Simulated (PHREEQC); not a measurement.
**Leach liquor (model solution)**

A solution holds 0.042 mol/kgw HCl, 0.0011 mol/kgw Li2SO4 and 0.0044 mol/kgw MnSO4, at 20 °C. Closed to the air; pH follows from the charge balance.

All values are PHREEQC results (ion-association model, wateq4f.dat), not measurements.

```
Property                   Value
----------------  --------------
pH                          1.48
ionic strength    0.0548 mol/kgw
total alkalinity    -42.0 meq/kg
```

```tsv
species	molality	activity	log γ
Cl-	0.0417	0.0337	-0.092
H+	0.0388	0.0330	-0.070
Mn+2	0.00383	0.00181	-0.324
HSO4-	0.00322	0.00263	-0.088
Li+	0.00219	0.00182	-0.081
SO4-2	0.00201	0.000910	-0.344
MnCl+	0.000303	0.000249	-0.086
MnSO4	0.000263	0.000267	0.005
LiSO4-	8.80e-6	7.23e-6	-0.086
```

No solid was allowed to form.
